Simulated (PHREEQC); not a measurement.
Acid mine or pickling water (model solution)

A made-up water analysis in mmol/kgw, 20 °C, pH 1.81, pe 9.6:

```tsv
constituent	mmol/kgw
Na	26.9
K	0.777
Ca	5.59
Mg	5.04
Cl	15.6
S(6)	31.8
Cd	0.00895
N(5)	0.00612
Cu(2)	0.289
Si	1.02
Fe(3)	0.00608
```

Valence states are taken as typed.

Model: ion-association model, phreeqc.dat, run in PHREEQC.

- ionic strength = 0.0832 mol/kgw
- specific conductance = 9380 µS/cm
- density = 1.002 g/cm³
- total alkalinity = -29.8 meq/kg
- charge-balance error = 0.1 %

```tsv
species	molality	activity	log γ
Na+	0.0261	0.0208	-0.098
H+	0.0186	0.0155	-0.079
SO4-2	0.0162	0.00645	-0.400
Cl-	0.0156	0.0122	-0.107
HSO4-	0.0110	0.00872	-0.101
Ca+2	0.00372	0.00154	-0.382
Mg+2	0.00323	0.00139	-0.367
MgSO4	0.00181	0.00184	0.008
CaSO4	0.00167	0.00170	0.008
H4SiO4	0.00102	0.00104	0.008
NaSO4-	0.000812	0.000651	-0.097
K+	0.000747	0.000582	-0.108
```

No solid was allowed to form. Examples of supersaturated solids here: Quartz (slow to form), Chalcedony (slow to form). Others may be too. Complexes and solids missing from the database can't appear.
